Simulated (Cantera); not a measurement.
Cantera run, input and output.

```python
import numpy as np
import cantera as ct

gas = ct.Solution("gri30.yaml")
gas.TPX = 2248, 2200, {'CH4': 0.0036, 'H2': 1, 'O2': 0.017}
inlet = ct.Reservoir(gas, clone=True)

reactor = ct.IdealGasConstPressureReactor(gas, energy="off", clone=False)
exhaust = ct.Reservoir(gas, clone=True)
tau = [0.7, 0.42, 0.25, 0.15, 0.089, 0.053, 0.032, 0.019, 0.011, 0.0068, 0.0041][0]
for a, b in ((inlet, reactor), (reactor, exhaust)):
    ct.MassFlowController(a, b, mdot=lambda t: reactor.mass / tau)
net = ct.ReactorNet([reactor])
show = ['CH4', 'H2', 'O2', 'C2H2', 'H2O', 'C2H4']

rows = []
print(f"{'tau/s':>10s}{'T/K':>9s}" + "".join(f"{s:>11s}" for s in show))
for tau in [0.7, 0.42, 0.25, 0.15, 0.089, 0.053, 0.032, 0.019, 0.011, 0.0068, 0.0041]:
    net.initial_time = 0.0
    net.advance(30 * tau)
    before = gas.X
    net.advance(40 * tau)
    drift = np.max(np.abs(gas.X - before) / (gas.X + 1e-9))
    rows.append([gas.T, *gas[show].X, drift])
    print(f"{tau:10.3e}{gas.T:9.1f}" + "".join(f"{x:11.3e}" for x in gas[show].X))
```

It prints:

```
     tau/s      T/K        CH4         H2         O2       C2H2        H2O       C2H4
 7.000e-01   2248.0  1.630e-05  9.276e-01  1.607e-06  1.781e-06  2.930e-02  1.127e-09
 4.200e-01   2248.0  3.194e-05  9.300e-01  2.796e-06  5.978e-06  2.939e-02  3.864e-09
 2.500e-01   2248.0  6.087e-05  9.321e-01  4.941e-06  1.872e-05  2.950e-02  1.258e-08
 1.500e-01   2248.0  1.074e-04  9.336e-01  8.605e-06  4.967e-05  2.967e-02  3.570e-08
 8.900e-02   2248.0  1.770e-04  9.347e-01  1.501e-05  1.118e-04  2.993e-02  8.988e-08
 5.300e-02   2248.0  2.697e-04  9.352e-01  2.584e-05  2.060e-04  3.028e-02  1.957e-07
 3.200e-02   2248.0  3.818e-04  9.355e-01  4.347e-05  3.133e-04  3.067e-02  3.725e-07
 1.900e-02   2248.0  5.200e-04  9.355e-01  7.392e-05  4.122e-04  3.106e-02  6.597e-07
 1.100e-02   2248.0  6.889e-04  9.355e-01  1.282e-04  4.756e-04  3.137e-02  1.110e-06
 6.800e-03   2248.0  8.570e-04  9.354e-01  2.074e-04  4.862e-04  3.152e-02  1.660e-06
 4.100e-03   2248.0  1.051e-03  9.354e-01  3.430e-04  4.533e-04  3.150e-02  2.398e-06
```

Detailed kinetics in Cantera: GRI-Mech 3.0 (53 species, 325 reactions). Radical loss at walls, strong at low pressure, is not modelled.
